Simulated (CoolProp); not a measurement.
Vapour-liquid equilibrium of propane (1) + R152A (2) at 292.4 K; x and y are mole fractions of (1).

Values from CoolProp's multi-fluid Helmholtz-energy mixture model, Lemmon 2009 and Outcalt 1996; pair parameters Bell 2016.

```json
[
 {"x": "0.05", "bubble pressure (bar)": "5.833", "y at the bubble point": "0.164", "dew pressure at overall composition x (bar)": "5.240", "liquid density (mol/L)": "13.62"},
 {"x": "0.2", "bubble pressure (bar)": "7.541", "y at the bubble point": "0.413", "dew pressure at overall composition x (bar)": "6.042", "liquid density (mol/L)": "13.01"},
 {"x": "0.35", "bubble pressure (bar)": "8.474", "y at the bubble point": "0.531", "dew pressure at overall composition x (bar)": "7.053", "liquid density (mol/L)": "12.48"},
 {"x": "0.5", "bubble pressure (bar)": "8.969", "y at the bubble point": "0.608", "dew pressure at overall composition x (bar)": "8.238", "liquid density (mol/L)": "12.04"},
 {"x": "0.65", "bubble pressure (bar)": "9.196", "y at the bubble point": "0.678", "dew pressure at overall composition x (bar)": "9.136", "liquid density (mol/L)": "11.71"},
 {"x": "0.8", "bubble pressure (bar)": "9.153", "y at the bubble point": "0.766", "dew pressure at overall composition x (bar)": "9.064", "liquid density (mol/L)": "11.49"},
 {"x": "0.95", "bubble pressure (bar)": "8.598", "y at the bubble point": "0.917", "dew pressure at overall composition x (bar)": "8.443", "liquid density (mol/L)": "11.38"}
]
```

y crosses x between x = 0.65 and 0.8: the model has an azeotrope there.

The pair parameters rest on a limited set of measurements; away from them the model extrapolates.
